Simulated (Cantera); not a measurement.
**N2O furnace oxynitridation**

An isothermal, constant-pressure homogeneous reactor starts with 79.7 % N2O, 20.3 % O2, at 1125 K and 1.80 bar.

Detailed kinetics in Cantera: GRI-Mech 3.0 (53 species, 325 reactions). GRI-Mech 3.0 was tuned for natural gas; its chemistry of N2O as a main component is partial and can be far from experiment. The mechanism lacks the step 2 NO + O2 → 2 NO2, which can matter for NO2 below about 1400 K. The temperature is held fixed by assumption; the heat of reaction is taken as removed at once.

```csv
t (s),x N2O,x O2,x NO,x NO2,x N2,x O
0.000700,0.797,0.203,9.24e-6,2.95e-9,0.000116,4.70e-7
0.00163,0.796,0.203,2.15e-5,1.58e-8,0.000271,4.70e-7
0.00378,0.796,0.203,5.00e-5,8.33e-8,0.000629,4.70e-7
0.00877,0.795,0.204,0.000116,4.21e-7,0.00146,4.69e-7
0.0204,0.792,0.204,0.000267,1.96e-6,0.00338,4.68e-7
0.0473,0.786,0.206,0.000613,7.86e-6,0.00780,4.65e-7
0.110,0.771,0.210,0.00139,2.51e-5,0.0178,4.58e-7
0.255,0.739,0.218,0.00307,6.49e-5,0.0400,4.41e-7
0.592,0.672,0.235,0.00644,0.000145,0.0858,4.06e-7
1.38,0.551,0.267,0.0122,0.000282,0.170,3.43e-7
3.19,0.371,0.314,0.0195,0.000456,0.295,2.50e-7
7.42,0.179,0.366,0.0250,0.000595,0.429,1.41e-7
17.2,0.0478,0.403,0.0264,0.000659,0.522,4.65e-8
40.0,0.00355,0.415,0.0260,0.000886,0.554,5.54e-9
```
x: mole fraction; the columns are a selection and need not sum to one.

Equilibrium at this temperature and pressure: N2O 1.09e-8, O2 0.430, NO 0.000130, NO2 6.17e-6, N2 0.570, O 2.27e-9 (gas phase only).
